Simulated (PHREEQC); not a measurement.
Solution (25 °C): 0.1 mol/kgw CuSO4, 2.5e-05 mol/kgw H3AsO4, 0.0085 mol/kgw H2SO4 and 0.21 mol/kgw Na2SO4. Closed to the air; pH follows from the charge balance.

Equilibrium calculation in PHREEQC: ion-association model, wateq4f.dat.

| quantity | before | after |
|---|---|---|
| pH | 2.57 | 4.75 |
| ionic strength (mol/kgw) | 0.673 | 0.685 |
| SO4-2 (mol/kgw) | 0.185 | 0.191 |
| CuSO4 (mol/kgw) | 0.0574 | 0.0579 |
| Cu+2 (mol/kgw) | 0.0426 | 0.0420 |
| HSO4- (mol/kgw) | 0.0135 | 9.17e-5 |
| SI of Chalcanthite (CuSO4:5H2O) | -0.87 | -0.87 |
| SI of Tenorite (CuO) | -4.49 | -0.13 |

Question: What was changed between the two runs?
(A) diluted 100-fold with water
(B) diluted 10-fold with water
(C) H2SO4 replaced by FeSO4 at the same molality
(D) Na2SO4 left out
(E) H3AsO4 from 2.5e-05 to 0.000125 mol/kgw

Answer: C, H2SO4 replaced by FeSO4 at the same molality

Precipitation was switched off in this run. Some of these states are supersaturated (in Antlerite, Brochantite, for instance). The database has no arsenate complexes of Cu.
